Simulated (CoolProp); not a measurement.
Values from CoolProp's reference Helmholtz-energy equation of state, Tillner-Roth 1994.

Q: For R134a, give the phase and the cp (kJ/(kg K)), Joule-Thomson coefficient (K/MPa), viscosity (µPa s) at 347 K and 0.101 MPa; 360.8 K and 0.101 MPa; 388.4 K and 0.101 MPa.

A: 
- 347 K and 0.101 MPa: gas; cp 0.927, Joule-Thomson coefficient 12.9, viscosity 13.7
- 360.8 K and 0.101 MPa: gas; cp 0.949, Joule-Thomson coefficient 11.4, viscosity 14.2
- 388.4 K and 0.101 MPa: gas; cp 0.992, Joule-Thomson coefficient 8.98, viscosity 15.3

Viscosity comes from a separate model (Huber 2003), an estimate that may be off by 10 % or more.
